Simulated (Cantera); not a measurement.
Input (Python, Cantera) and output of one run.

```python
import numpy as np
import cantera as ct

gas_names = [...]  # 136 gases of nasa_gas.yaml made of C, H, N, O
cond_names = """
    C(gr) C6H6(L) C7H8(L) C8H18(L),n-octa H2O(s) H2O(L)
""".split()


# ... load() reads the species with a 1 bar reference pressure and builds the phases ...
atoms = {
    'C3H6': {'C': 3, 'H': 6},
    'NH3': {'N': 1, 'H': 3},
    'H2': {'H': 2},
    'O2': {'O': 2},
}
top_T = {'C(gr)': 4500}  # K; cautious upper limits of use, not melting points


# ... equilibrate(T, P, feed) seeds the gas with the atoms and calls Mixture.equilibrate('TP', solver="vcs", rtol=1e-11, max_steps=5000) ...
results = []
feed = {'C3H6': 1, 'NH3': 0.052, 'H2': 2.9, 'O2': 0.055}  # mol
P = 100000  # Pa
for T in [1600, 1800, 2000, 2200, 2400, 2600, 2800, 3000]:
    mix = equilibrate(T, P, feed)
    results.append((T, P, feed, dict(zip(mix.species_names, mix.species_moles))))

top = {s: max(r[3][s] / sum(r[3][g] for g in gas_names) for r in results) for s in gas_names}
cols = sorted((s for s in top if top[s] > 1e-06), key=lambda s: -top[s])[:5]
seen = [c for c in cond_names if any(r[3].get(c, 0) > 1e-12 for r in results)]
print("log10 of partial pressures in bar; condensed amounts in mol")
print(f"{'T/K':>10s}" + "".join(f"{s[:9]:>10s}" for s in cols + seen))
for T, P, feed, n in results:
    ng = sum(n[g] for g in gas_names)
    print(f"{T:10.4g}" + "".join(f"{np.log10(max(n[s] / ng * P / 1e5, 1e-99)):10.3f}" for s in cols)
          + "".join(f"{n.get(c, 0):10.4g}" for c in seen))
```

Result:

```
log10 of partial pressures in bar; condensed amounts in mol
       T/K        H2         H C2H2,acet        CO       HCN     C(gr)
      1600    -0.011    -4.270    -4.571    -1.745    -3.883     2.879
      1800    -0.010    -3.451    -3.766    -1.745    -3.413     2.881
      2000    -0.011    -2.794    -3.126    -1.745    -3.048     2.872
      2200    -0.014    -2.256    -2.605    -1.746    -2.767     2.846
      2400    -0.020    -1.809    -2.177    -1.748    -2.558     2.787
      2600    -0.034    -1.433    -1.824    -1.753    -2.414     2.671
      2800    -0.061    -1.117    -1.537    -1.762    -2.327     2.469
      3000    -0.106    -0.854    -1.312    -1.777    -2.289     2.141
```

Cantera equilibrium calculation (NASA polynomials, part measured and part estimated; ideal gas, pure solids and liquids).
